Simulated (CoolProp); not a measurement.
Sulfur dioxide at several states: fugacity coefficient from the reference equation and from simpler models built on Tc = 430.6 K, pc = 7.887 MPa, ω = 0.256; each cubic takes its own stable root.

Computed with CoolProp (reference Helmholtz-energy equation of state, Gao 2016).

```json
[
 {"T (K)": "231.7", "p (MPa)": "0.0332", "phase": "liquid", "reference": "0.5915"},
 {"T (K)": "439.8", "p (MPa)": "1.05", "phase": "gas", "reference": "0.9574"},
 {"T (K)": "442.1", "p (MPa)": "0.0136", "phase": "gas", "reference": "0.9995"}
]
```

How far does each simpler model (van der Waals, Peng-Robinson) lie from the reference over these 3 states: mean and median of the absolute difference, and the worst?


- van der Waals: mean 22.9 %, median 0.5 %, worst +68.2 % at 231.7 K and 0.0332 MPa
- Peng-Robinson: mean 1.5 %, median 0.4 %, worst +4.1 % at 231.7 K and 0.0332 MPa

At some of these states van der Waals gives the other phase, because its saturation line lies elsewhere.
